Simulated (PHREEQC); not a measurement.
Synthetic water in mg/kgw, 43 °C, pH 7.24, pe 12.8:

```json
[
 {"constituent": "Na", "mg/kgw": "1910"},
 {"constituent": "K", "mg/kgw": "146"},
 {"constituent": "Ca", "mg/kgw": "774"},
 {"constituent": "Mg", "mg/kgw": "260"},
 {"constituent": "Cl", "mg/kgw": "4540"},
 {"constituent": "S(6) as SO4", "mg/kgw": "883"},
 {"constituent": "Alkalinity as HCO3", "mg/kgw": "54.4"},
 {"constituent": "N(5) as NO3", "mg/kgw": "248"},
 {"constituent": "Pb", "mg/kgw": "119"},
 {"constituent": "B", "mg/kgw": "0.979"},
 {"constituent": "Sr", "mg/kgw": "182"}
]
```

Valence states are taken as typed.

The numbers come from PHREEQC with the ion-association model, phreeqc.dat.

```
Quantity                      Value
--------------------  -------------
ionic strength        0.177 mol/kgw
activity of water             0.988
specific conductance    20200 µS/cm
density                 0.998 g/cm³
charge-balance error          0.3 %
```

```csv
species,molality,activity,log γ
O2,0.475,0.495,0.018
Cl-,0.128,0.0917,-0.144
Na+,0.0824,0.0615,-0.127
Ca+2,0.0176,0.00566,-0.494
Mg+2,0.00908,0.00310,-0.467
SO4-2,0.00501,0.00148,-0.530
NO3-,0.00400,0.00279,-0.156
K+,0.00368,0.00263,-0.146
Sr+2,0.00187,0.000603,-0.490
CaSO4,0.00162,0.00169,0.018
MgSO4,0.00160,0.00166,0.018
NaSO4-,0.000680,0.000508,-0.127
HCO3-,0.000423,0.000316,-0.127
PbCl+,0.000228,0.000170,-0.128
SrSO4,0.000204,0.000212,0.018
```

No solid was allowed to form. Examples of supersaturated solids here: Pb(OH)2, Cerussite. Others may be too. Away from 25 °C the constants follow the database's enthalpies or fits; those with neither stay at their 25 °C values.
